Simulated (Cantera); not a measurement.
Cantera run:

```python
import numpy as np
import cantera as ct

gas_names = """
    CL CL2 H HCL H2 Si SiCL SiCL2 SiCL3 SiCL4 SiH SiHCL3 SiH2 SiH2CL2 SiH3 SiH3CL SiH4 Si2 Si3
""".split()
cond_names = """
    Si(cr) Si(L)
""".split()


# ... load() reads the species with a 1 bar reference pressure and builds the phases ...
atoms = {
    'Si2H6': {'Si': 2, 'H': 6},
    'Cl2': {'CL': 2},
    'H2': {'H': 2},
}
top_T = {}  # K; cautious upper limits of use, not melting points


# ... equilibrate(T, P, feed) seeds the gas with the atoms and calls Mixture.equilibrate('TP', solver="vcs", rtol=1e-11, max_steps=5000) ...
results = []
feed = {'Si2H6': 1, 'Cl2': 0.0079, 'H2': 370}  # mol
P = 200  # Pa
for T in [1398, 1448, 1498, 1548, 1598, 1648, 1698]:
    mix = equilibrate(T, P, feed)
    results.append((T, P, feed, dict(zip(mix.species_names, mix.species_moles))))

top = {s: max(r[3][s] / sum(r[3][g] for g in gas_names) for r in results) for s in gas_names}
cols = sorted((s for s in top if top[s] > 0.001), key=lambda s: -top[s])[:9]
seen = [c for c in cond_names if any(r[3].get(c, 0) > 1e-12 for r in results)]
print("log10 of partial pressures in bar; condensed amounts in mol")
print(f"{'T/K':>10s}" + "".join(f"{s[:9]:>10s}" for s in cols + seen))
for T, P, feed, n in results:
    ng = sum(n[g] for g in gas_names)
    print(f"{T:10.4g}" + "".join(f"{np.log10(max(n[s] / ng * P / 1e5, 1e-99)):10.3f}" for s in cols)
          + "".join(f"{n.get(c, 0):10.4g}" for c in seen))
```

Result:

```
log10 of partial pressures in bar; condensed amounts in mol
       T/K        H2         H    Si(cr)     Si(L)
      1398    -2.699    -6.674         2         0
      1448    -2.699    -6.385     1.999         0
      1498    -2.699    -6.114     1.997         0
      1548    -2.699    -5.861     1.992         0
      1598    -2.700    -5.624     1.979         0
      1648    -2.700    -5.400     1.944         0
      1698    -2.701    -5.190         0     1.862
```

Equilibrium computed with Cantera from the NASA thermochemical tables; the gas is ideal and each condensed phase is pure. The feed counts by its element totals alone. Gases not in the tables: Si2H6 and higher silanes.
